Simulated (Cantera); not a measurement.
What does this Cantera script print?

```python
import numpy as np
import cantera as ct

gas_names = """
    Fe FeO O O2 O3 S SO SO2 SO3 S2 S2O S8
""".split()
cond_names = """
    Fe(a) Fe(c) Fe(d) Fe(L) FeO(s) FeO(L) FeS(a) FeS(b) FeS(c) FeS(L) FeSO4(s) FeS2(s) Fe2O3(s)
    Fe2S3O12(s) Fe3O4(s) S(cr1) S(cr2) S(L)
""".split()


# ... load() reads the species with a 1 bar reference pressure and builds the phases ...
atoms = {
    'FeS2': {'Fe': 1, 'S': 2},
    'SO2': {'S': 1, 'O': 2},
    'O2': {'O': 2},
}
top_T = {'FeSO4(s)': 950, 'FeS2(s)': 1010, 'Fe2O3(s)': 1830, 'Fe2S3O12(s)': 1100, 'Fe3O4(s)': 1870}  # K; cautious upper limits of use, not melting points


# ... equilibrate(T, P, feed) seeds the gas with the atoms and calls Mixture.equilibrate('TP', solver="vcs", rtol=1e-11, max_steps=5000) ...
results = []
feed = {'FeS2': 1, 'SO2': 0.14, 'O2': 5.5}  # mol
T = 998  # K
P = 54000  # Pa
mix = equilibrate(T, P, feed)
results.append((T, P, feed, dict(zip(mix.species_names, mix.species_moles))))
print(gas.report(threshold=0.001))
for i in range(1, mix.n_phases):
    print(f"{mix.phase(i).name:16s} {mix.phase_moles(i):12.5e} mol")
```

Result:

```
       temperature   998 K
          pressure   54000 Pa
           density   0.33571 kg/m^3
  mean mol. weight   51.586 kg/kmol
   phase of matter   gas

                          1 kg             1 kmol
                     ---------------   ---------------
          enthalpy       -2.6765e+06       -1.3807e+08  J
   internal energy       -2.8374e+06       -1.4637e+08  J
           entropy              5713        2.9471e+05  J/K
    Gibbs function       -8.3781e+06       -4.3219e+08  J
 heat capacity c_p            962.82             49668  J/K
 heat capacity c_v            801.64             41354  J/K

                      mass frac. Y      mole frac. X     chem. pot. / RT
                     ---------------   ---------------   ---------------
                O2           0.31605           0.50953           -27.851
               SO2           0.30916           0.24897           -70.404
               SO3           0.37479            0.2415            -84.33
     [   +9 minor]        4.7734e-11         1.471e-10

Fe(a)             0.00000e+00 mol
FeO(s)            0.00000e+00 mol
FeS(c)            0.00000e+00 mol
FeS2(s)           0.00000e+00 mol
Fe2O3(s)          5.00000e-01 mol
Fe2S3O12(s)       0.00000e+00 mol
Fe3O4(s)          0.00000e+00 mol
S(L)              0.00000e+00 mol
```

Method: chemical equilibrium by Gibbs-energy minimisation in Cantera with the NASA 1993 tables (ideal gas, pure condensed phases).
